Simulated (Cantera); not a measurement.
Charge: 1 mol TiCl₄, 1.6 mol CH₄, at 8.10 mbar.

Cantera equilibrium calculation (NASA polynomials, part measured and part estimated; ideal gas, pure solids and liquids). Candidate condensed phases: C, C₆H₆, C₇H₈, C₈H₁₈, Ti, TiC, TiCl₂, TiCl₃, TiCl₄; 96 gas species. The tables' values for TiCl₂ are old estimates; treat these amounts as uncertain. TiC: taken at fixed stoichiometry. The numbers say what is thermodynamically allowed, not how fast it happens. All values below are at 1477 °C.

Base state: HCl 0.680, H₂ 0.284, TiCl₃ 0.0283, Cl 0.00255, TiCl₄ 0.00243, TiCl₂ 0.00155, H 0.00138, C₂H₂ (acetylene) 3.26e-5 (mole fractions); condensed: C(graphite) + TiC(s).

### Question
What changes in the equilibrium state with this change: CH₄ from 1.6 to 0.12 mol?

### Answer
| species | before | after |
|---|---|---|
| TiCl₃ | 0.0283 | 0.339 |
| TiCl₄ | 0.00243 | 0.317 |
| HCl | 0.680 | 0.314 |
| H₂ | 0.284 | 0.000514 |
| Cl | 0.00255 | 0.0276 |
| C₂H₂ (acetylene) | 3.26e-5 | 5.90e-8 |
| Cl₂ | 8.53e-7 | 0.000101 |
| H | 0.00138 | 5.86e-5 |
| C(graphite), mol | 0.765 | 0.120 |
| TiC(s), mol | 0.835 | 0 |

### Question
What changes in the equilibrium state with this change: CH₄ from 1.6 to 0.23 mol?

### Answer
| species | before | after |
|---|---|---|
| HCl | 0.680 | 0.446 |
| TiCl₃ | 0.0283 | 0.427 |
| TiCl₄ | 0.00243 | 0.0908 |
| H₂ | 0.284 | 0.0200 |
| C₂H₂ (acetylene) | 3.26e-5 | 2.29e-6 |
| TiCl₂ | 0.00155 | 0.00947 |
| C(graphite), mol | 0.765 | 0.227 |
| TiC(s), mol | 0.835 | 0.00320 |
